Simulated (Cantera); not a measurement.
A perfectly stirred reactor is fed with CH4 : H2 : O2 = 0.018 : 1 : 0.011 (molar parts), equivalence ratio 49, at 135 Torr; it is held at 2875 K, and followed from long to short residence time.

Cantera simulation using GRI-Mech 3.0 (53 species, 325 reactions); the numbers are that mechanism's predictions, not measurements.

x: mole fraction; the columns are a selection and need not sum to one.

```json
[
 {"τ (s)": "1.9", "x CH4": "5.26e-8", "x H2": "0.762", "x O2": "8.00e-8", "x C2H6": "<1e-12", "x O": "4.70e-5", "x HCO": "5.27e-8"},
 {"τ (s)": "0.53", "x CH4": "1.92e-7", "x H2": "0.763", "x O2": "9.13e-8", "x C2H6": "<1e-12", "x O": "4.66e-5", "x HCO": "5.34e-8"},
 {"τ (s)": "0.15", "x CH4": "7.17e-7", "x H2": "0.766", "x O2": "1.32e-7", "x C2H6": "<1e-12", "x O": "4.52e-5", "x HCO": "5.58e-8"},
 {"τ (s)": "0.042", "x CH4": "3.09e-6", "x H2": "0.777", "x O2": "2.91e-7", "x C2H6": "<1e-12", "x O": "4.07e-5", "x HCO": "6.50e-8"},
 {"τ (s)": "0.012", "x CH4": "1.74e-5", "x H2": "0.807", "x O2": "9.92e-7", "x C2H6": "1.54e-11", "x O": "3.06e-5", "x HCO": "9.78e-8"},
 {"τ (s)": "0.0033", "x CH4": "?", "x H2": "0.860", "x O2": "?", "x C2H6": "5.72e-10", "x O": "?", "x HCO": "?"},
 {"τ (s)": "0.00094", "x CH4": "?", "x H2": "0.895", "x O2": "?", "x C2H6": "?", "x O": "?", "x HCO": "?"},
 {"τ (s)": "0.00026", "x CH4": "0.00173", "x H2": "0.912", "x O2": "0.000133", "x C2H6": "6.88e-8", "x O": "1.41e-5", "x HCO": "8.93e-7"}
]
```

Task: Complete the blanks.

Result: 
- 0.0033, x CH4: 0.000121
- 0.0033, x O2: 5.17e-6
- 0.0033, x O: 2.04e-5
- 0.0033, x HCO: 2.03e-7
- 0.00094, x CH4: 0.000543
- 0.00094, x O2: 2.70e-5
- 0.00094, x C2H6: 8.68e-9
- 0.00094, x O: 1.64e-5
- 0.00094, x HCO: 4.48e-7
